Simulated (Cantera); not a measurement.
Feed: 1 mol FeS2, 0.65 mol O2, 1.2 mol CO2, at 10000 Pa.

These are equilibrium values from Cantera (NASA tables, ideal gas, pure condensed phases), not measurements of a reactor. Candidate condensed phases: C, Fe, Fe(CO)5, FeO, FeS, FeSO4, FeS2, Fe2O3, Fe2(SO4)3, Fe3O4, S; 25 gas species. FeS: taken at fixed stoichiometry. The numbers say what is thermodynamically allowed, not how fast it happens.

Task: At 1300 K, list the 6 most abundant gas species with their mole fractions, and the condensed phases.

Result: CO2 0.556, SO2 0.333, S2 0.0752, CO 0.0312, S2O 0.00244, SO 0.00103. Condensed: FeS(s).
